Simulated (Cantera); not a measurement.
Charge: 1 mol FeS, 4.7 mol H2, 0.2 mol H2O, held at 24.0 Pa.

Cantera equilibrium calculation (NASA polynomials, part measured and part estimated; ideal gas, pure solids and liquids). Candidate condensed phases: Fe, FeO, Fe(OH)2, Fe(OH)3, FeS, FeSO4, FeS2, Fe2O3, Fe2(SO4)3, Fe3O4, H2O, H2SO4, S; 22 gas species. Kinetics and transport are ignored.

### Question
At 1625 K, list the 4 most abundant gas species with their mole fractions, and the condensed phases.

### Answer
H2 0.852, S2 0.0825, H2O 0.0354, H2S 0.00788. Condensed: Fe(γ).
